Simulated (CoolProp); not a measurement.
Vapour-liquid equilibrium of propylene (1) + R115 (2) at 199.6 K; x and y are mole fractions of (1).

Values from CoolProp's multi-fluid Helmholtz-energy mixture model, Lemmon 2013 and Lemmon 2016; pair parameters Bell 2016.

```csv
x,bubble pressure (bar),y at the bubble point,dew pressure at overall composition x (bar),liquid density (mol/L)
0.05,0.1856,0.181,0.1660,10.91
0.15,0.2282,0.394,0.1806,11.22
0.25,0.2583,0.511,0.1978,11.56
0.35,0.2777,0.582,0.2181,11.93
0.45,0.2894,0.628,0.2420,12.32
0.55,0.2959,0.662,0.2690,12.75
0.65,0.2991,0.693,0.2938,13.22
0.75,0.2995,0.729,0.2984,13.73
0.85,0.2951,0.785,0.2860,14.29
0.95,0.2787,0.895,0.2696,14.91
```

y crosses x between x = 0.65 and 0.75: the model has an azeotrope there.

Pair parameters are fitted to limited data, so mixtures are less certain than the pure fluids.
